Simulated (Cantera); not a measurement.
What does this Cantera script print?

```python
import numpy as np
import cantera as ct

gas = ct.Solution("gri30.yaml")
gas.TPX = 1225, 3400, {'H2': 0.05, 'O2': 1}
inlet = ct.Reservoir(gas, clone=True)

reactor = ct.IdealGasConstPressureReactor(gas, energy="off", clone=False)
exhaust = ct.Reservoir(gas, clone=True)
tau = [0.75, 0.22, 0.067, 0.02, 0.0059, 0.0018, 0.00052][0]
for a, b in ((inlet, reactor), (reactor, exhaust)):
    ct.MassFlowController(a, b, mdot=lambda t: reactor.mass / tau)
net = ct.ReactorNet([reactor])
show = ['H2', 'O2', 'H2O', 'O', 'OH', 'HO2', 'H2O2']

rows = []
print(f"{'tau/s':>10s}{'T/K':>9s}" + "".join(f"{s:>11s}" for s in show))
for tau in [0.75, 0.22, 0.067, 0.02, 0.0059, 0.0018, 0.00052]:
    net.initial_time = 0.0
    net.advance(30 * tau)
    before = gas.X
    net.advance(40 * tau)
    drift = np.max(np.abs(gas.X - before) / (gas.X + 1e-9))
    rows.append([gas.T, *gas[show].X, drift])
    print(f"{tau:10.3e}{gas.T:9.1f}" + "".join(f"{x:11.3e}" for x in gas[show].X))
```

It prints:

```
     tau/s      T/K         H2         O2        H2O          O         OH        HO2       H2O2
 7.500e-01   1225.0  1.080e-04  9.496e-01  4.823e-02  1.240e-03  7.419e-04  2.020e-06  1.102e-07
 2.200e-01   1225.0  2.229e-04  9.480e-01  4.782e-02  2.708e-03  1.114e-03  3.181e-06  1.479e-07
 6.700e-02   1225.0  4.440e-04  9.448e-01  4.706e-02  5.536e-03  1.638e-03  4.585e-06  1.869e-07
 2.000e-02   1225.0  8.907e-04  9.391e-01  4.559e-02  1.053e-02  2.372e-03  6.116e-06  2.276e-07
 5.900e-03   1225.0  1.832e-03  9.314e-01  4.294e-02  1.710e-02  3.319e-03  7.482e-06  2.760e-07
 1.800e-03   1225.0  3.935e-03  9.255e-01  3.878e-02  2.148e-02  4.417e-03  8.421e-06  3.532e-07
 5.200e-04   1225.0  9.588e-03  9.256e-01  3.156e-02  2.010e-02  5.578e-03  8.781e-06  4.781e-07
```

Cantera simulation using GRI-Mech 3.0 (53 species, 325 reactions); the numbers are that mechanism's predictions, not measurements. Radical loss at walls, strong at low pressure, is not modelled. The temperature is held fixed by assumption; the heat of reaction is taken as removed at once.
